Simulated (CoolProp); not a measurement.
Vapour-liquid equilibrium of ethylene (1) + propane (2) at -59.85 °C; x and y are mole fractions of (1).

Computed with CoolProp (multi-fluid Helmholtz-energy mixture model, Smukala 2000 and Lemmon 2009; pair parameters Bell 2016).

```tsv
x	bubble pressure, mixture model (bar)	bubble pressure, Raoult's law (bar)	y, mixture model	y, Raoult's law
0.05	0.8136	0.7879	0.489	0.481
0.15	1.580	1.503	0.757	0.757
0.25	2.332	2.218	0.849	0.854
0.35	___	2.933	___	0.905
0.45	3.760	3.648	0.925	0.935
0.55	___	4.363	0.945	0.956
0.65	___	5.078	___	0.970
0.75	___	5.794	___	0.981
0.85	6.456	6.509	0.984	0.990
0.95	7.189	7.224	___	0.997
```

### Question
Some entries are withheld; supply them.

### Answer

- 0.35, bubble pressure, mixture model (bar): 3.059
- 0.35, y, mixture model: 0.897
- 0.55, bubble pressure, mixture model (bar): 4.438
- 0.65, bubble pressure, mixture model (bar): 5.102
- 0.65, y, mixture model: 0.961
- 0.75, bubble pressure, mixture model (bar): 5.768
- 0.75, y, mixture model: 0.973
- 0.95, y, mixture model: 0.995

The largest gap from Raoult's law is +5.1 % in bubble pressure, at x = 0.25. No azeotrope shows between x = 0.05 and 0.95.

Pair parameters are fitted to limited data, so mixtures are less certain than the pure fluids. The gap from Raoult's law changes sign with composition, which may be real or a fault of the pair parameters; it wasn't checked against measurements.
